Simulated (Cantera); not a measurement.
**Gas-phase reforming**

An isothermal, constant-pressure homogeneous reactor starts with CH4 : CO2 : H2 = 1 : 0.44 : 0.6 (molar parts), at 2100 K and 0.132 atm.

Cantera simulation using GRI-Mech 3.0 (53 species, 325 reactions); the numbers are that mechanism's predictions, not measurements. GRI-Mech 3.0 stops at C3 and has no aromatics, soot or wall deposition, so with more carbon than oxygen in the feed, carbon stays in small species such as C2H2 where larger ones or solid carbon would form.

```csv
t (s),x CH4,x CO2,x H2,x O,x C2H6
0.000100,0.398,0.202,0.341,2.60e-8,0.000585
0.000203,0.258,0.171,0.444,5.57e-8,0.000505
0.000412,0.138,0.129,0.532,7.34e-8,0.000170
0.000835,0.0664,0.0820,0.564,1.10e-7,4.58e-5
0.00169,0.0276,0.0349,0.562,1.81e-7,1.00e-5
0.00344,0.0120,0.00938,0.563,2.58e-7,2.41e-6
0.00697,0.00817,0.00548,0.583,2.46e-7,1.21e-6
0.0141,0.00630,0.00387,0.610,1.81e-7,7.26e-7
0.0287,0.00420,0.00198,0.636,1.01e-7,3.32e-7
0.0582,0.00217,0.000555,0.653,3.21e-8,9.30e-8
0.118,0.000722,4.58e-5,0.660,2.91e-9,1.10e-8
0.240,0.000213,3.21e-7,0.661,2.18e-11,1.14e-9
0.486,0.000175,1.49e-8,0.661,1.82e-12,8.27e-10
0.986,0.000175,1.48e-8,0.661,1.82e-12,8.26e-10
2.00,0.000175,1.48e-8,0.661,1.82e-12,8.26e-10
```
x: mole fraction; the columns are a selection and need not sum to one.

Equilibrium at this temperature and pressure: CH4 0.000175, CO2 1.49e-8, H2 0.661, O 1.82e-12, C2H6 8.27e-10 (gas phase only).
